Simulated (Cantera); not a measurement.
Mixture: CH4 : CO : O2 : N2 : CO2 = 1 : 0.17 : 2.29 : 8.61 : 2.9 (molar parts), equivalence ratio 0.91, at 5.13 atm, adiabatic and at constant pressure. Ignition delay is the time to a rise of 400 K.

Computed with Cantera and GRI-Mech 3.0 (53 species, 325 reactions).

Question: What does this change do: 1.3 parts H2O added?

Answer: 
```json
[
 {"quantity": "delay at 1250 K", "before": "7.51 ms", "after": "8.13 ms"},
 {"quantity": "delay at 1450 K", "before": "0.762 ms", "after": "0.877 ms"},
 {"quantity": "delay at 1650 K", "before": "0.112 ms", "after": "0.124 ms"},
 {"quantity": "delay at 1850 K", "before": "25.4 µs", "after": "26.1 µs"},
 {"quantity": "delay at 2050 K", "before": "8.48 µs", "after": "8.45 µs"},
 {"quantity": "apparent activation energy between 1950 and 2150 K", "before": "160 kJ/mol", "after": "140 kJ/mol"}
]
```
